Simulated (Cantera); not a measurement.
Feed: 1 mol HBr, 0.031 mol O2, equilibrated at 2048.15 K and 30.0 Torr.

These are equilibrium values from Cantera (NASA tables, ideal gas, pure condensed phases), not measurements of a reactor. Candidate condensed phases: Br2, H2O; 12 gas species. The numbers say what is thermodynamically allowed, not how fast it happens.

Base state: HBr 0.482, Br 0.343, H2 0.119, H2O 0.0511, H 0.00387, Br2 0.000712, OH 0.000181 (mole fractions); condensed: gas only.

### Question
What changes in the equilibrium state with this change: temperature from 2048.15 K to 2500 K?

### Answer
| species | before | after |
|---|---|---|
| Br | 0.343 | 0.527 |
| H2 | 0.119 | 0.194 |
| HBr | 0.482 | 0.179 |
| H | 0.00387 | 0.0554 |
| H2O | 0.0511 | 0.0409 |
| O | 4.23e-6 | 0.000454 |
| O2 | 7.77e-7 | 3.92e-5 |
| OH | 0.000181 | 0.00242 |
